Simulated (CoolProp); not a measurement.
Vapour-liquid equilibrium of benzene (1) + ethylbenzene (2) at 159.85 °C; x and y are mole fractions of (1).

Computed with CoolProp (multi-fluid Helmholtz-energy mixture model, Thol 2012 and Zhou 2012; pair parameters Bell 2016).

Task: Give the bubble pressure and the first vapour's composition at x = 0.05, 0.725, 0.8. Is there an azeotrope?

Result: x = 0.05: 204.3 kPa, y = 0.138; x = 0.725: 542.9 kPa, y = 0.901; x = 0.8: 587.2 kPa, y = 0.934. No azeotrope shows between x = 0.05 and 0.95.

The pair parameters rest on a limited set of measurements; away from them the model extrapolates.
